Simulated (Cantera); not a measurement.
# Thermodynamics of fluorocarbon and chlorocarbon gases, feed CHF₃ + H₂

Charge: 1 mol CHF₃, 4.5 mol H₂, equilibrated at 1698.15 K and 100 Torr.

Equilibrium computed with Cantera from the NASA thermochemical tables; the gas is ideal and each condensed phase is pure. Candidate condensed phases: C, C₆H₆, C₇H₈, C₈H₁₈; 95 gas species. The numbers say what is thermodynamically allowed, not how fast it happens.

The x(H₂) is 0.538. The x(HF) is 0.461 and the x(H) is 0.000291. The x(CH₄) is 4.26e-5 and the x(C₂H₂ (acetylene)) is 3.88e-5. The n(C(graphite)) is 0.999 mol and the gas amount comes out as 6.501 mol.
